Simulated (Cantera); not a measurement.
**Si3N4 + HCl + N2 (nitride etching)**

A closed system holds: 1 mol Si3N4, 2.4 mol HCl, 81 mol N2, held at 1350 K and 13.3 mbar.

Cantera equilibrium calculation (NASA polynomials, part measured and part estimated; ideal gas, pure solids and liquids). Candidate condensed phases: NH4Cl, Si, Si3N4; 28 gas species. The tables' values for SiCl3 are old estimates; treat these amounts as uncertain. Kinetics and transport are ignored.

```json
{
  "x(N2)": "0.972",
  "x(HCl)": "0.0224",
  "x(H2)": "0.00315",
  "x(SiCl2)": "0.00119",
  "x(SiCl4)": "0.000676",
  "x(SiCl3)": "0.000402",
  "x(Cl)": "6.87e-6",
  "x(SiHCl3)": "5.44e-6",
  "x(H)": "1.16e-6",
  "n(Si3N4(s))": "0.937 mol",
  "gas_amount": "83.45 mol",
  "log10 activity of Si(s) (absent)": "-2.58"
}
```
